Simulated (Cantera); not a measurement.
Input (Python, Cantera):

```python
import numpy as np
import cantera as ct

gas = ct.Solution("h2o2.yaml")
gas.TPX = 325, 440000, {'H2': 1, 'O2': 0.172, 'N2': 0.648}
flame = ct.FreeFlame(gas, width=0.014)
flame.set_refine_criteria(ratio=3, slope=0.08, curve=0.16)
flame.transport_model = "mixture-averaged"
flame.solve(loglevel=0, auto=True)
z, T = flame.grid, flame.T
thick = (T[-1] - T[0]) / np.gradient(T, z).max()
show = ['H2', 'O2', 'H', 'OH', 'HO2', 'O']
print(f"laminar burning velocity  {flame.velocity[0] * 100:.3f} cm/s")
print(f"burnt temperature         {T[-1]:.1f} K")
print(f"thermal thickness         {thick * 1e3:.4f} mm")
print(f"grid points               {len(z)}")
z0 = z[flame.heat_release_rate.argmax()]
print(f"{'z/mm':>9s}{'T/K':>9s}{'u/(m/s)':>9s}" + "".join(f"{s:>11s}" for s in show))
rows = []
for k in (-3, -2, -1.5, -1, -0.5, -0.25, 0, 0.25, 0.5, 1, 2, 4, 8):
    zz = z0 + k * thick
    rows.append([k * thick, np.interp(zz, z, T), np.interp(zz, z, flame.velocity),
                 *(np.interp(zz, z, flame.X[gas.species_index(s)]) for s in show)])
    print(f"{rows[-1][0] * 1e3:9.3f}{rows[-1][1]:9.1f}{rows[-1][2]:9.3f}" + "".join(f"{x:11.3e}" for x in rows[-1][3:]))
```

Result:

```
laminar burning velocity  226.531 cm/s
burnt temperature         1825.0 K
thermal thickness         0.0665 mm
grid points               110
     z/mm      T/K  u/(m/s)         H2         O2          H         OH        HO2          O
   -0.199    325.0    2.265  5.494e-01  9.451e-02  8.272e-16  3.369e-14  2.244e-10  1.537e-11
   -0.133    325.2    2.266  5.494e-01  9.452e-02  2.098e-14  8.968e-13  9.440e-09  3.629e-10
   -0.100    326.3    2.272  5.490e-01  9.460e-02  5.342e-13  3.107e-11  1.937e-07  4.154e-09
   -0.066    334.3    2.319  5.470e-01  9.504e-02  4.779e-11  2.713e-09  3.696e-06  4.590e-08
   -0.033    469.6    3.154  5.269e-01  9.640e-02  1.115e-05  1.704e-05  4.272e-04  4.289e-06
   -0.017    784.6    5.106  4.938e-01  8.583e-02  1.387e-03  3.580e-04  6.858e-04  7.986e-05
    0.000   1132.4    7.245  4.531e-01  6.226e-02  8.047e-03  4.900e-04  2.974e-04  3.305e-04
    0.017   1373.0    8.750  4.167e-01  3.516e-02  1.741e-02  6.771e-04  1.399e-04  5.243e-04
    0.033   1508.9    9.618  3.940e-01  1.615e-02  2.353e-02  7.166e-04  6.047e-05  3.843e-04
    0.066   1621.4   10.324  3.806e-01  2.856e-03  2.476e-02  6.290e-04  1.009e-05  1.020e-04
    0.133   1693.8   10.747  3.819e-01  1.647e-04  1.892e-02  5.243e-04  5.507e-07  2.375e-05
    0.266   1747.3   11.046  3.864e-01  5.433e-06  1.210e-02  3.791e-04  2.379e-08  9.422e-06
    0.532   1783.8   11.247  3.899e-01  8.964e-07  6.978e-03  2.375e-04  5.767e-09  3.322e-06
```

Detailed kinetics in Cantera: the H2/O2 subset of GRI-Mech 3.0, which has no nitrogen chemistry. The hydrogen kinetics of GRI-Mech 3.0 are dated; newer H2 mechanisms differ, most at raised pressure. Burning velocities carry a grid error of a few per cent, more on coarse grids.
